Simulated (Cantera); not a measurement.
A Cantera script and its output.

```python
import numpy as np
import cantera as ct

surf = ct.Interface("diamond.yaml", "diamond_100")
gas, bulk = surf.adjacent["gas"], surf.adjacent["diamond"]
k = surf.kinetics_species_index(bulk.species_names[0])
cover = ["c6HH", "c6H*", "c6*H", "c6**", "c6HM", "c6B"]

rows, drift = [], 0.0
print(f"{'xCH3':>10s}{'um/h':>11s}" + "".join(f"{s:>11s}" for s in cover))
for v in [1e-06, 2.7e-06, 7.5e-06, 2e-05, 5.6e-05, 0.00015, 0.00042, 0.0011, 0.0031]:
    T, P, xH, xCH3 = 1325, 22000, 0.0091, v
    gas.TPX = T, P, {"H": xH, "CH3": xCH3, "CH4": 0.0037, "H2": 1 - xH - xCH3 - 0.0037}
    surf.TP = bulk.TP = T, P
    surf.coverages = "c6H*:0.1, c6HH:0.9"
    surf.advance_coverages(100.0)
    before = surf.coverages
    surf.advance_coverages(100.0)
    drift = max(drift, np.max(np.abs(surf.coverages - before) / (surf.coverages + 1e-9)))
    rate = surf.net_production_rates[k] * bulk.mean_molecular_weight / bulk.density * 3.6e9
    rows.append([rate, *surf[cover].coverages])
    print(f"{v:10.4g}{rate:11.4e}" + "".join(f"{x:11.3e}" for x in rows[-1][1:]))
```

It prints:

```
      xCH3       um/h       c6HH       c6H*       c6*H       c6**       c6HM        c6B
     1e-06 1.1191e-01  3.681e-01  5.218e-02  5.306e-01  4.911e-02  5.064e-06  3.037e-10
   2.7e-06 3.0214e-01  3.681e-01  5.218e-02  5.306e-01  4.911e-02  1.367e-05  8.199e-10
   7.5e-06 8.3918e-01  3.681e-01  5.217e-02  5.306e-01  4.910e-02  3.797e-05  2.277e-09
     2e-05 2.2371e+00  3.680e-01  5.217e-02  5.305e-01  4.908e-02  1.012e-04  6.070e-09
   5.6e-05 6.2579e+00  3.679e-01  5.215e-02  5.303e-01  4.901e-02  2.832e-04  1.698e-08
   0.00015 1.6721e+01  3.676e-01  5.209e-02  5.298e-01  4.885e-02  7.571e-04  4.537e-08
   0.00042 4.6492e+01  3.668e-01  5.194e-02  5.282e-01  4.838e-02  2.108e-03  1.262e-07
    0.0011 1.1967e+02  3.648e-01  5.156e-02  5.244e-01  4.723e-02  5.443e-03  3.247e-07
    0.0031 3.2116e+02  3.593e-01  5.052e-02  5.137e-01  4.412e-02  1.474e-02  8.715e-07
```

Model: the Harris–Goodwin 1993 mechanism for the reconstructed diamond (100) surface, integrated in Cantera.
